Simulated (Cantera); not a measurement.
Charge: 1 mol CCl4, 0.022 mol HCl, 0.2 mol H2, 0.11 mol CH4, equilibrated at 3.60 Pa.

These are equilibrium values from Cantera (NASA tables, ideal gas, pure condensed phases), not measurements of a reactor. Candidate condensed phases: C, C6H6, C7H8, C8H18; 91 gas species. The numbers say what is thermodynamically allowed, not how fast it happens.

x: gas mole fraction; n: condensed amount in mol.

| T (°C) | x Cl | x HCl | x H | x H2 | x Cl2 | n C(graphite) |
|---|---|---|---|---|---|---|
| 1352 | 0.784 | 0.215 | 2.98e-5 | 6.42e-6 | 0.00137 | 1.11 |
| 1402 | 0.785 | 0.214 | 7.99e-5 | 1.70e-5 | 0.000785 | 1.11 |
| 1452 | 0.785 | 0.214 | 0.000202 | 4.27e-5 | 0.000464 | 1.11 |
| 1502 | 0.786 | 0.214 | 0.000486 | 0.000102 | 0.000282 | 1.11 |
| 1552 | 0.786 | 0.213 | 0.00111 | 0.000229 | 0.000177 | 1.11 |
| 1602 | 0.787 | 0.210 | 0.00242 | 0.000489 | 0.000113 | 1.11 |
| 1652 | 0.788 | 0.206 | 0.00499 | 0.000983 | 7.45e-5 | 1.11 |
| 1702 | 0.790 | 0.198 | 0.00976 | 0.00183 | 5.01e-5 | 1.11 |
| 1752 | 0.793 | 0.186 | 0.0179 | 0.00311 | 3.45e-5 | 1.11 |
| 1802 | 0.798 | (withheld) | (withheld) | (withheld) | (withheld) | 1.11 |
| 1852 | 0.803 | (withheld) | (withheld) | (withheld) | (withheld) | 1.11 |
| 1902 | 0.809 | 0.115 | 0.0687 | 0.00713 | 1.26e-5 | 1.11 |

Some entries are withheld; supply them.


- 1802, x HCl: 0.167
- 1802, x H: 0.0304
- 1802, x H2: 0.00470
- 1802, x Cl2: 2.42e-5
- 1852, x HCl: 0.143
- 1852, x H: 0.0477
- 1852, x H2: 0.00621
- 1852, x Cl2: 1.73e-5
